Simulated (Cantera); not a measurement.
**Ignition delay**

Mixture: CH4 : C2H6 : C3H8 : O2 : N2 : H2O = 1 : 0.036 : 0.68 : 7.37 : 27.3 : 0.14 (molar parts), equivalence ratio 0.75, at 9.87 atm, adiabatic and at constant pressure. Ignition delay is the time to a rise of 400 K.

Computed with Cantera and GRI-Mech 3.0 (53 species, 325 reactions). GRI-Mech 3.0 was tuned for natural gas; its chemistry of propane as a main component is partial and can be far from experiment.

```tsv
T0 (K)	delay (ms)
1000	45.2
1075	12.7
1150	3.65
1225	1.07
1300	0.330
1375	0.113
1450	0.0443
```

The apparent activation energy between 1300 and 1450 K is 210 kJ/mol.
